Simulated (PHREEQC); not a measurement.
## Copper plating or etch bath

Dissolve 0.0049 mol Cu(NO3)2, 7.6e-05 mol HNO3 and 0.013 mol NaCl per kg of water at 94 °C. Closed to the air; pH follows from the charge balance.

The numbers come from PHREEQC with the ion-association model, phreeqc.dat.

The pH comes out as 4.06 and the ionic strength is 0.0257 mol/kgw. The total alkalinity is -0.0760 meq/kg.

```
species     molality  activity   log γ
----------  --------  --------  ------
Na+           0.0130    0.0109  -0.075
Cl-           0.0120   0.01000  -0.079
NO3-         0.00988   0.00819  -0.081
Cu+2         0.00386   0.00200  -0.286
CuCl+        0.00100  0.000838  -0.078
H+          0.000101   8.71e-5  -0.064
Cu2(OH)2+2   1.23e-5   6.02e-6  -0.309
CuCl2        8.19e-6   8.24e-6   0.003
CuOH+        2.75e-7   2.30e-7  -0.078
OH-          6.35e-9   5.29e-9  -0.080
Cu(OH)2      5.48e-9   5.51e-9   0.003
```

No solid was allowed to form. At this temperature some constants are extrapolated from 25 °C, and those without enthalpy data are left unchanged.
